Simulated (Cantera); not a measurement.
# Transport properties of process gases

Gas mixture: 100 % C2H4, at 1280 Torr, frozen composition.

Cantera's kinetic-theory transport with the Lennard-Jones parameters of GRI-Mech 3.0, ideal gas; thermal conductivity in the multicomponent form. The composition is frozen, though it would react at the higher temperatures.

```tsv
T (K)	ρ (kg/m³)	cp (J/kg/K)	μ (µPa s)	λ (mW/m/K)	Pr	D (cm²/s) N2	D (cm²/s) CH4	D (cm²/s) NH3
400	1.43	1877	13.3	33.5	0.748	0.163	0.174	0.166
550	1.04	2380	17.7	56.3	0.750	0.286	0.309	0.308
700	0.819	2785	21.7	80.4	0.750	0.435	0.473	0.485
850	0.675	3081	25.2	104	0.750	0.607	0.662	0.693
1000	0.574	3354	28.5	128	0.749	0.800	0.875	0.929
1150	0.499	3563	31.5	150	0.748	1.01	1.11	1.19
```
D: mixture-averaged diffusion coefficient of that species in the mixture.
